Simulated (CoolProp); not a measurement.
Properties of CH2F2 (R32) along the isotherm 435 K (Tc = 351.3 K, pc = 5783 kPa, ω = 0.277).

Values from CoolProp's reference Helmholtz-energy equation of state, Tillner-Roth 1997.

```json
[
 {"p (kPa)": "183", "phase": "gas", "Z": "0.9944", "speed of sound (m/s)": "285.5", "Joule-Thomson coefficient (K/MPa)": "7.774", "isothermal compressibility (1/MPa)": "5.495", "fugacity coefficient": "0.9944"},
 {"p (kPa)": "285", "phase": "gas", "Z": "0.9912", "speed of sound (m/s)": "285.0", "Joule-Thomson coefficient (K/MPa)": "7.761", "isothermal compressibility (1/MPa)": "3.540", "fugacity coefficient": "0.9913"},
 {"p (kPa)": "443", "phase": "gas", "Z": "0.9863", "speed of sound (m/s)": "284.1", "Joule-Thomson coefficient (K/MPa)": "7.741", "isothermal compressibility (1/MPa)": "2.289", "fugacity coefficient": "0.9865"},
 {"p (kPa)": "690", "phase": "gas", "Z": "0.9787", "speed of sound (m/s)": "282.8", "Joule-Thomson coefficient (K/MPa)": "7.710", "isothermal compressibility (1/MPa)": "1.481", "fugacity coefficient": "0.9790"},
 {"p (kPa)": "1070", "phase": "gas", "Z": "0.9669", "speed of sound (m/s)": "280.8", "Joule-Thomson coefficient (K/MPa)": "7.661", "isothermal compressibility (1/MPa)": "0.9668", "fugacity coefficient": "0.9675"},
 {"p (kPa)": "1670", "phase": "gas", "Z": "0.9481", "speed of sound (m/s)": "277.5", "Joule-Thomson coefficient (K/MPa)": "7.582", "isothermal compressibility (1/MPa)": "0.6320", "fugacity coefficient": "0.9497"},
 {"p (kPa)": "2610", "phase": "gas", "Z": "0.9183", "speed of sound (m/s)": "272.5", "Joule-Thomson coefficient (K/MPa)": "7.450", "isothermal compressibility (1/MPa)": "0.4178", "fugacity coefficient": "0.9223"},
 {"p (kPa)": "4060", "phase": "gas", "Z": "0.8718", "speed of sound (m/s)": "264.9", "Joule-Thomson coefficient (K/MPa)": "7.225", "isothermal compressibility (1/MPa)": "0.2834", "fugacity coefficient": "0.8812"},
 {"p (kPa)": "6320", "phase": "supercritical", "Z": "0.7983", "speed of sound (m/s)": "253.8", "Joule-Thomson coefficient (K/MPa)": "6.793", "isothermal compressibility (1/MPa)": "0.1990", "fugacity coefficient": "0.8201"},
 {"p (kPa)": "9840", "phase": "supercritical", "Z": "0.6874", "speed of sound (m/s)": "242.1", "Joule-Thomson coefficient (K/MPa)": "5.801", "isothermal compressibility (1/MPa)": "0.1445", "fugacity coefficient": "0.7329"},
 {"p (kPa)": "15300", "phase": "supercritical", "Z": "0.5721", "speed of sound (m/s)": "257.0", "Joule-Thomson coefficient (K/MPa)": "3.542", "isothermal compressibility (1/MPa)": "0.08371", "fugacity coefficient": "0.6212"},
 {"p (kPa)": "23900", "phase": "supercritical", "Z": "0.5840", "speed of sound (m/s)": "344.0", "Joule-Thomson coefficient (K/MPa)": "1.361", "isothermal compressibility (1/MPa)": "0.02771", "fugacity coefficient": "0.5115"},
 {"p (kPa)": "37100", "phase": "supercritical", "Z": "0.7266", "speed of sound (m/s)": "466.4", "Joule-Thomson coefficient (K/MPa)": "0.4237", "isothermal compressibility (1/MPa)": "0.01049", "fugacity coefficient": "0.4378"},
 {"p (kPa)": "57800", "phase": "supercritical", "Z": "0.9789", "speed of sound (m/s)": "607.6", "Joule-Thomson coefficient (K/MPa)": "0.01148", "isothermal compressibility (1/MPa)": "0.004870", "fugacity coefficient": "0.4084"}
]
```
